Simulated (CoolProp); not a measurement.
Saturation properties of R124 (Tc = 395.4 K, pc = 3.624 MPa, ω = 0.288).

The numbers come from the reference Helmholtz-energy equation of state, de Vries 1995 in CoolProp.

```csv
T (K),p (MPa),liquid cp (kJ/(kg K)),liquid viscosity (µPa s),liquid conductivity (mW/(m K))
251.6,0.06659,1.047,452,85.6
265.3,0.1200,1.069,375,80.8
279,0.2022,1.094,315,76.1
292.7,0.3222,[?],[?],71.6
306.4,0.4900,1.155,225,67.2
320.2,0.7182,1.196,190,63.0
333.9,1.015,1.250,[?],59.0
347.6,1.395,1.326,136,55.3
361.3,[?],1.451,114,51.8
375,2.466,1.718,92.8,48.7
```

**Question.** What belongs in the gaps?

**Answer.** 
- 292.7, liquid cp (kJ/(kg K)): 1.122
- 292.7, liquid viscosity (µPa s): 266
- 333.9, liquid viscosity (µPa s): 161
- 361.3, p (MPa): 1.873

It boils at 261.2 K under 1 atm.

Viscosity comes from a separate model (Bell 2016), an estimate that may be off by 10 % or more. Thermal conductivity comes from a separate model (Huber 2003), an estimate that may be off by 10 % or more.
